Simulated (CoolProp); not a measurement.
A closed Brayton cycle with carbon dioxide: compressor inlet 306.15 K and 8.7 MPa, high pressure 20 MPa, turbine inlet 620 K, compressor efficiency 0.85, turbine efficiency 0.9, recuperator effectiveness 0.95 (on enthalpy, no pinch check). Each further row changes one setting.

Computed with CoolProp (reference Helmholtz-energy equation of state, Span 1996).

```csv
case,thermal efficiency (%),net work (kJ/kg),compressor to turbine work,compressor exit (K),turbine exit (K)
as stated,28.0,60.2,0.23,327.3,534.3
turbine inlet 570 K,25.3,51.7,0.26,327.3,487.5
compressor inlet 316.15 K,26.3,46.8,0.40,371.6,534.3
high pressure 17 MPa,26.3,50.9,0.21,322.6,550.8
recuperator effectiveness 0.5,17.8,60.2,0.23,327.3,534.3
```
